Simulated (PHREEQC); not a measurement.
Spent oxide etchant: an equilibrium model

Consider water at 59 °C with 1.6 mmol/kgw HF, 0.3 mmol/kgw H2SiF6, 0.18 mmol/kgw H3BO3 and 2 mmol/kgw HCl. Closed to the air; pH follows from the charge balance.

Computed with PHREEQC (ion-association model, phreeqc.dat).

Precipitation was switched off in this run.

### Question
What pH, specific conductance does the model give?

### Answer
pH 2.63; specific conductance 1890 µS/cm.

### Question
In which forms is B present?

### Answer
H3BO3 91 %, BF4- 5.5 %, BF2(OH)2- 2.3 %, BF3OH- 1.4 % of the B.

Species that the database lacks are ignored. At this temperature some constants are extrapolated from 25 °C, and those without enthalpy data are left unchanged. SiF6-2 is the database's only silicon fluoride. Real BF4- forms and hydrolyses slowly; the run takes it at equilibrium.
